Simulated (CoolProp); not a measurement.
Vapour-liquid equilibrium of n-hexane (1) + ethylbenzene (2) at 2.83 bar; x and y are mole fractions of (1).

The numbers come from the multi-fluid Helmholtz-energy mixture model, Thol 2019 and Zhou 2012; pair parameters Bell 2016 in CoolProp.

```tsv
x	bubble temperature (K)	y at the bubble point	dew temperature at overall composition x (K)	liquid density (mol/L)
0.05	443.2	0.205	450.2	6.790
0.2	422.8	0.565	443.4	…
0.35	409.3	0.737	…	6.886
0.5	…	0.836	427.1	6.863
0.65	392.2	…	416.6	6.819
0.8	385.9	0.949	403.4	6.761
0.95	…	0.988	385.8	6.695
```

Complete the blanks.


- 0.2, liquid density (mol/L): 6.871
- 0.35, dew temperature at overall composition x (K): 435.9
- 0.5, bubble temperature (K): 399.7
- 0.65, y at the bubble point: 0.900
- 0.95, bubble temperature (K): 380.4

No azeotrope shows between x = 0.05 and 0.95.

Pair parameters are fitted to limited data, so mixtures are less certain than the pure fluids.
